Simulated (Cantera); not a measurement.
An adiabatic, constant-volume homogeneous reactor starts with CH₄ : C₂H₆ : O₂ : N₂ = 1 : 0.038 : 1.42 : 15.6 (molar parts), equivalence ratio 1.5, at 1250 K and 930000 Pa. Integrator tolerance rtol = 1e-08.

Detailed kinetics in Cantera: GRI-Mech 3.0 (53 species, 325 reactions).

Q: What does this change do: initial temperature 1250 to 1050 K?

A: 
```json
[
 {"quantity": "time of steepest temperature rise", "before": "4.18 ms", "after": "32.6 ms"},
 {"quantity": "temperature at 1.00 s", "before": "2158 K", "after": "1977 K"},
 {"quantity": "equilibrium temperature", "before": "2158 K", "after": "1977 K"},
 {"quantity": "x(CH₄) at 1.00 s", "before": "1.10e-10 (gas-phase equilibrium 1.22e-10)", "after": "4.37e-10 (gas-phase equilibrium 4.82e-10)"},
 {"quantity": "x(C₂H₆) at 1.00 s", "before": "<1e-12 (gas-phase equilibrium <1e-12)", "after": "<1e-12 (gas-phase equilibrium <1e-12)"},
 {"quantity": "x(O₂) at 1.00 s", "before": "2.17e-7 (gas-phase equilibrium 2.17e-7)", "after": "1.40e-8 (gas-phase equilibrium 1.40e-8)"},
 {"quantity": "x(HCN) at 1.00 s", "before": "1.15e-7 (gas-phase equilibrium 1.15e-7)", "after": "1.40e-7 (gas-phase equilibrium 1.33e-7)"},
 {"quantity": "x(H₂O) at 1.00 s", "before": "0.0768 (gas-phase equilibrium 0.0768)", "after": "0.0758 (gas-phase equilibrium 0.0758)"}
]
```

Q: What does this change do: pressure from 930000 Pa to 73000 Pa?

A: 
```
quantity                                                              before                                    after
---------------------------------  -----------------------------------------  ---------------------------------------
time of steepest temperature rise                                    4.18 ms                                  39.6 ms
temperature at 1.00 s                                                 2158 K                                   2153 K
equilibrium temperature                                               2158 K                                   2153 K
x(CH₄) at 1.00 s                   1.10e-10 (gas-phase equilibrium 1.22e-10)    <1e-12 (gas-phase equilibrium <1e-12)
x(C₂H₆) at 1.00 s                      <1e-12 (gas-phase equilibrium <1e-12)    <1e-12 (gas-phase equilibrium <1e-12)
x(O₂) at 1.00 s                      2.17e-7 (gas-phase equilibrium 2.17e-7)  2.58e-6 (gas-phase equilibrium 2.58e-6)
x(HCN) at 1.00 s                     1.15e-7 (gas-phase equilibrium 1.15e-7)  9.00e-9 (gas-phase equilibrium 8.99e-9)
x(H₂O) at 1.00 s                       0.0768 (gas-phase equilibrium 0.0768)    0.0766 (gas-phase equilibrium 0.0766)
```
